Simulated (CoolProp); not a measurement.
p-xylene along the isobar 2.28 MPa: density (kg/m³) from the reference equation and from simpler models built on Tc = 343.0 °C, pc = 3.532 MPa, ω = 0.324; each cubic takes its own stable root.

Model: reference Helmholtz-energy equation of state, Zhou 2012, in CoolProp.

| T (°C) | phase | reference |
|---|---|---|
| 130.05 | liquid | 764.5 |
| 136.05 | liquid | 758.8 |
| 142.05 | liquid | 752.9 |
| 148.05 | liquid | 747.0 |
| 154.05 | liquid | 741.1 |
| 160.05 | liquid | 735.0 |
| 166.05 | liquid | 728.9 |
| 172.05 | liquid | 722.7 |
| 178.05 | liquid | 716.3 |
| 184.05 | liquid | 709.9 |
| 190.05 | liquid | 703.3 |
| 196.05 | liquid | 696.6 |
| 202.05 | liquid | 689.8 |

Task: How far does each simpler model (van der Waals, Redlich-Kwong, Soave-Redlich-Kwong, Peng-Robinson) lie from the reference over these 13 states: mean and median of the absolute difference, and the worst?

Result: 
- van der Waals: mean 42.2 %, median 42.2 %, worst -42.3 % at 130.05 °C and 2.28 MPa
- Redlich-Kwong: mean 17.0 %, median 16.9 %, worst -17.9 % at 202.05 °C and 2.28 MPa
- Soave-Redlich-Kwong: mean 12.8 %, median 12.8 %, worst -13.4 % at 202.05 °C and 2.28 MPa
- Peng-Robinson: mean 1.5 %, median 1.4 %, worst -1.9 % at 202.05 °C and 2.28 MPa
